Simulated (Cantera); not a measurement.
Charge: 1 mol CCl₄, 0.25 mol H₂, equilibrated at 0.503 Torr.

Cantera equilibrium calculation (NASA polynomials, part measured and part estimated; ideal gas, pure solids and liquids). Candidate condensed phases: C, C₆H₆, C₇H₈, C₈H₁₈; 91 gas species. The tables' values for CCl are old estimates; treat these amounts as uncertain. Gases not in the tables: chlorinated aromatics. Kinetics and transport are ignored.

x: gas mole fraction; n: condensed amount in mol.

```json
[
 {"T (K)": "675", "x Cl": "1.03e-5", "x Cl₂": "0.777", "x HCl": "0.222", "x H": "<1e-12", "x C₃": "<1e-12", "x H₂": "<1e-12", "n C(graphite)": "0.999"},
 {"T (K)": "875", "x Cl": "0.00157", "x Cl₂": "0.776", "x HCl": "0.222", "x H": "<1e-12", "x C₃": "<1e-12", "x H₂": "<1e-12", "n C(graphite)": "1.000"},
 {"T (K)": "1075", "x Cl": "0.0368", "x Cl₂": "0.745", "x HCl": "0.218", "x H": "1.72e-12", "x C₃": "<1e-12", "x H₂": "9.22e-12", "n C(graphite)": "1.000"},
 {"T (K)": "1275", "x Cl": "0.278", "x Cl₂": "0.531", "x HCl": "0.191", "x H": "4.74e-10", "x C₃": "<1e-12", "x H₂": "2.77e-10", "n C(graphite)": "1.000"},
 {"T (K)": "1475", "x Cl": "0.716", "x Cl₂": "0.142", "x HCl": "0.143", "x H": "4.06e-8", "x C₃": "<1e-12", "x H₂": "6.55e-9", "n C(graphite)": "1.000"},
 {"T (K)": "1675", "x Cl": "0.855", "x Cl₂": "0.0174", "x HCl": "0.127", "x H": "2.34e-6", "x C₃": "?", "x H₂": "2.71e-7", "n C(graphite)": "1.000"},
 {"T (K)": "1875", "x Cl": "0.872", "x Cl₂": "0.00259", "x HCl": "0.125", "x H": "6.97e-5", "x C₃": "?", "x H₂": "7.58e-6", "n C(graphite)": "1.000"},
 {"T (K)": "2075", "x Cl": "0.875", "x Cl₂": "0.000542", "x HCl": "0.124", "x H": "0.00110", "x C₃": "?", "x H₂": "0.000115", "n C(graphite)": "1.000"},
 {"T (K)": "2275", "x Cl": "0.877", "x Cl₂": "0.000149", "x HCl": "0.112", "x H": "0.00991", "x C₃": "?", "x H₂": "0.000913", "n C(graphite)": "1.000"},
 {"T (K)": "2475", "x Cl": "0.882", "x Cl₂": "5.04e-5", "x HCl": "0.0711", "x H": "0.0431", "x C₃": "?", "x H₂": "0.00246", "n C(graphite)": "0.992"},
 {"T (K)": "2675", "x Cl": "0.876", "x Cl₂": "1.96e-5", "x HCl": "0.0262", "x H": "0.0829", "x C₃": "?", "x H₂": "0.00173", "n C(graphite)": "0.853"}
]
```

**Question.** Some entries are withheld; supply them.

**Answer.** 
- 1675, x C₃: 2.80e-12
- 1875, x C₃: 1.54e-9
- 2075, x C₃: 2.45e-7
- 2275, x C₃: 1.56e-5
- 2475, x C₃: 0.000501
- 2675, x C₃: 0.00940
